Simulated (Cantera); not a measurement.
A Cantera script and its output.

```python
import numpy as np
import cantera as ct

gas = ct.Solution("gri30.yaml")
gas.TPX = 1600, 74000, {'C2H6': 1, 'N2': 7.7}
reactor = ct.IdealGasConstPressureReactor(gas, energy="off", clone=False)
net = ct.ReactorNet([reactor])
net.rtol, net.atol = 1e-08, 1e-18
show = ['C2H6', 'HCN', 'CH2', 'C2H', 'H2', 'C2H2', 'CH3']
times = np.geomspace(1e-06, 200, 15)

steps = ct.SolutionArray(gas, extra=["t"])
rows = []
print(f"{'t/s':>10s}{'T/K':>9s}{'P/Pa':>11s}" + "".join(f"{s:>11s}" for s in show))
for t in times:
    while net.time < t:
        t_next = net.step()
        steps.append(gas.state, t=t_next)
    rows.append([np.interp(t, steps.t, y) for y in (steps.T, steps.P, *steps(*show).X.T)])
    print(f"{t:10.3e}{rows[-1][0]:9.1f}{rows[-1][1]:11.4g}" + "".join(f"{x:11.3e}" for x in rows[-1][2:]))
rate = np.gradient(steps.T, steps.t)
print("integrator steps:", len(steps.t))
if steps.T.max() > steps.T[0] + 200:
    print(f"time of steepest temperature rise: {steps.t[rate.argmax()]:.4e} s")
gas.TPX = 1600, 74000, {'C2H6': 1, 'N2': 7.7}
gas.equilibrate("TP")
print(f"equilibrium (TP): T = {gas.T:.1f} K  " + "  ".join(f"{s} {gas[s].X[0]:.3e}" for s in show))
```

Output:

```
       t/s      T/K       P/Pa       C2H6        HCN        CH2        C2H         H2       C2H2        CH3
 1.000e-06   1600.0    7.4e+04  1.146e-01  4.938e-14  2.258e-08  7.289e-18  4.910e-06  7.510e-11  5.945e-04
 3.917e-06   1600.0    7.4e+04  1.132e-01  1.428e-10  7.567e-07  2.793e-13  2.429e-04  6.321e-08  2.032e-03
 1.534e-05   1600.0    7.4e+04  1.015e-01  4.538e-08  4.783e-06  2.809e-09  6.668e-03  6.664e-05  4.535e-03
 6.009e-05   1600.0    7.4e+04  5.618e-02  1.793e-07  4.878e-06  4.268e-08  3.864e-02  3.352e-03  4.048e-03
 2.354e-04   1600.0    7.4e+04  5.689e-03  2.797e-07  1.306e-06  1.425e-07  8.957e-02  2.702e-02  1.251e-03
 9.218e-04   1600.0    7.4e+04  1.492e-04  2.881e-07  5.755e-08  5.432e-08  1.168e-01  5.267e-02  2.135e-04
 3.611e-03   1600.0    7.4e+04  1.974e-05  2.842e-07  1.152e-08  3.085e-08  1.312e-01  6.785e-02  9.341e-05
 1.414e-02   1600.0    7.4e+04  1.639e-05  2.820e-07  1.103e-08  3.539e-08  1.418e-01  7.837e-02  9.019e-05
 5.539e-02   1600.0    7.4e+04  1.339e-05  2.852e-07  1.014e-08  3.651e-08  1.466e-01  8.024e-02  8.209e-05
 2.170e-01   1600.0    7.4e+04  7.161e-06  2.971e-07  7.684e-09  3.895e-08  1.577e-01  8.364e-02  6.041e-05
 8.498e-01   1600.0    7.4e+04  1.930e-06  3.296e-07  4.081e-09  4.306e-08  1.724e-01  8.813e-02  3.027e-05
 3.328e+00   1600.0    7.4e+04  7.753e-07  4.014e-07  2.311e-09  4.539e-08  1.787e-01  9.005e-02  1.651e-05
 1.304e+01   1600.0    7.4e+04  7.384e-07  6.366e-07  2.223e-09  4.552e-08  1.790e-01  9.014e-02  1.585e-05
 5.106e+01   1600.0    7.4e+04  7.384e-07  1.583e-06  2.223e-09  4.552e-08  1.790e-01  9.014e-02  1.585e-05
 2.000e+02   1600.0    7.4e+04  7.383e-07  5.678e-06  2.223e-09  4.552e-08  1.790e-01  9.014e-02  1.585e-05
integrator steps: 1539
equilibrium (TP): T = 1600.0 K  C2H6 3.761e-07  HCN 9.331e-02  CH2 1.576e-09  C2H 2.241e-08  H2 1.815e-01  C2H2 4.468e-02  CH3 1.131e-05
```

Computed with Cantera and GRI-Mech 3.0 (53 species, 325 reactions). GRI-Mech 3.0 stops at C3 and has no aromatics, soot or wall deposition, so with more carbon than oxygen in the feed, carbon stays in small species such as C2H2 where larger ones or solid carbon would form.
